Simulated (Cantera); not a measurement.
Charge: 1 mol Al, 0.46 mol Cl₂, 3.2 mol H₂, at 852 °C and 0.0133 bar.

Equilibrium computed with Cantera from the NASA thermochemical tables; the gas is ideal and each condensed phase is pure. Candidate condensed phases: Al, AlCl₃; 12 gas species. The tables' values for AlCl₂ are old estimates; treat these amounts as uncertain. Equilibrium is a limit: real reactors are often held back by kinetics, nucleation or transport.

Base state: H₂ 0.817, AlCl 0.152, AlCl₃ 0.0222, AlCl₂ 0.00805, HCl 0.000199 (mole fractions); condensed: Al(l).

**Question.** What changes in the equilibrium state with this change: Cl₂ from 0.46 to 3.2 mol?

**Answer.** 
```tsv
species	before	after
HCl	0.000199	0.576
H₂	0.817	0.254
AlCl₃	0.0222	0.169
AlCl	0.152	4.29e-8
AlCl₂	0.00805	1.18e-5
Al(l), mol	0.286	0
```

**Question.** What changes in the equilibrium state with this change: Cl₂ from 0.46 to 0.39 mol?

**Answer.** 
```
species       before     after
----------  --------  --------
H₂             0.817     0.837
AlCl           0.152     0.139
AlCl₃         0.0222    0.0170
AlCl₂        0.00805   0.00674
HCl         0.000199  0.000184
Al(l), mol     0.286     0.377
```

**Question.** What changes in the equilibrium state with this change: temperature from 852 °C to 602 °C?

**Answer.** 
```json
[
 {"species": "H₂", "before": "0.817", "after": "0.910"},
 {"species": "AlCl₃", "before": "0.0222", "after": "0.0851"},
 {"species": "AlCl", "before": "0.152", "after": "0.00420"},
 {"species": "Al₂Cl₆", "before": "1.43e-7", "after": "7.06e-5"},
 {"species": "HCl", "before": "0.000199", "after": "1.37e-5"},
 {"species": "AlCl₂", "before": "0.00805", "after": "0.000863"},
 {"species": "Al(l), mol", "before": "0.286", "after": "0"},
 {"species": "Al(s), mol", "before": "0", "after": "0.682"}
]
```
